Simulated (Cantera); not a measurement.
## CH3SiH3 + C3H8 + H2 (silicon carbide growth)

Feed: 1 mol CH3SiH3, 0.27 mol C3H8, a varied amount of H2, at 2375 K and 20.0 mbar.

Equilibrium computed with Cantera from the NASA thermochemical tables; the gas is ideal and each condensed phase is pure. Candidate condensed phases: C, C6H6, C7H8, C8H18, Si, SiC; 87 gas species. The feed counts by its element totals alone. Gases not in the tables: Si2H6 and higher silanes. The numbers say what is thermodynamically allowed, not how fast it happens.

At 28 mol H2 the condensed part is C(graphite) + SiC(s). From 52 mol H2 to 97 mol H2 the condensed part is C(graphite). From 180 mol H2 to 1200 mol H2 nothing is condensed. The main Si-bearing gas is Si throughout.

```json
[
 {"n(H2) (mol)": "28", "x H2": "0.880", "x H": "0.0936", "x Si": "0.0156", "x C2H2 (acetylene)": "0.00547", "x SiC2": "0.00276", "x Si2C": "0.00159", "x SiH": "0.000667", "x SiH2": "9.84e-5", "n C(graphite)": "0.955", "n SiC(s)": "0.229"},
 {"n(H2) (mol)": "52", "x H2": "0.885", "x H": "0.0938", "x Si": "0.0120", "x C2H2 (acetylene)": "0.00549", "x SiC2": "0.00213", "x Si2C": "0.000945", "x SiH": "0.000516", "x SiH2": "7.64e-5", "n C(graphite)": "0.832", "n SiC(s)": "0"},
 {"n(H2) (mol)": "97", "x H2": "0.891", "x H": "0.0941", "x Si": "0.00706", "x C2H2 (acetylene)": "0.00553", "x SiC2": "0.00125", "x Si2C": "0.000326", "x SiH": "0.000304", "x SiH2": "4.52e-5", "n C(graphite)": "0.306", "n SiC(s)": "0"},
 {"n(H2) (mol)": "180", "x H2": "0.896", "x H": "0.0944", "x Si": "0.00420", "x C2H2 (acetylene)": "0.00402", "x SiC2": "0.000538", "x Si2C": "9.78e-5", "x SiH": "0.000181", "x SiH2": "2.70e-5", "n C(graphite)": "0", "n SiC(s)": "0"},
 {"n(H2) (mol)": "340", "x H2": "0.900", "x H": "0.0946", "x Si": "0.00241", "x C2H2 (acetylene)": "0.00229", "x SiC2": "0.000175", "x Si2C": "2.43e-5", "x SiH": "0.000104", "x SiH2": "1.56e-5", "n C(graphite)": "0", "n SiC(s)": "0"},
 {"n(H2) (mol)": "630", "x H2": "0.902", "x H": "0.0947", "x Si": "0.00136", "x C2H2 (acetylene)": "0.00129", "x SiC2": "5.55e-5", "x Si2C": "5.82e-6", "x SiH": "5.91e-5", "x SiH2": "8.84e-6", "n C(graphite)": "0", "n SiC(s)": "0"},
 {"n(H2) (mol)": "1200", "x H2": "0.904", "x H": "0.0948", "x Si": "0.000735", "x C2H2 (acetylene)": "0.000692", "x SiC2": "1.61e-5", "x Si2C": "1.24e-6", "x SiH": "3.19e-5", "x SiH2": "4.77e-6", "n C(graphite)": "0", "n SiC(s)": "0"}
]
```
x: gas mole fraction; n: condensed amount in mol.
